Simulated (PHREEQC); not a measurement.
Consider water at 25 °C with 0.022 mol/kgw HF, 4.2e-05 mol/kgw (CH3)4NF and 0.0049 mol/kgw H2SO4. Closed to the air; pH follows from the charge balance.

The numbers come from PHREEQC with the ion-association model, wateq4f.dat.

```
Item                       Value
----------------  --------------
pH                          2.06
ionic strength    0.0127 mol/kgw
total alkalinity    -31.8 meq/kg
```

```tsv
species	molality	activity	log γ
HF	0.0184	0.0185	0.001
H+	0.00962	0.00871	-0.043
SO4-2	0.00305	0.00195	-0.195
HSO4-	0.00185	0.00165	-0.049
F-	0.00159	0.00142	-0.051
H2F2	0.000889	0.000892	0.001
```

No solid was allowed to form. (CH3)4N+ isn't in the database: it is added as a free cation with an ion size of 4 Å. wateq4f.dat counts part of the HF as a dimer, H2F2, which phreeqc.dat doesn't know; its constant is uncertain.
